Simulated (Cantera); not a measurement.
An adiabatic, constant-volume homogeneous reactor starts with 10.3 % CH3OH, 18.1 % O2, 68.2 % N2, 3.39 % H2O, equivalence ratio 0.85, at 1250 K and 3.10 bar.

Model: GRI-Mech 3.0 (53 species, 325 reactions), integrated in Cantera. GRI-Mech 3.0 was tuned for natural gas; its chemistry of methanol as a main component is partial and can be far from experiment.

One state of this run: T (K) = 2802; P (bar) = 7.49; x CH3OH = <1e-12; x O2 = 0.0296; x CO2 = 0.0719; x CH4 = <1e-12; x CH2 = <1e-12; x H2O = 0.202; x C2H4 = <1e-12. x: mole fraction; the columns are a selection and need not sum to one.

Problem. Which value of t (s) does it belong to?
A) 0.200
B) 9.28e-5
C) 4.31e-6
D) 2.00e-6

Solution. A, 0.200
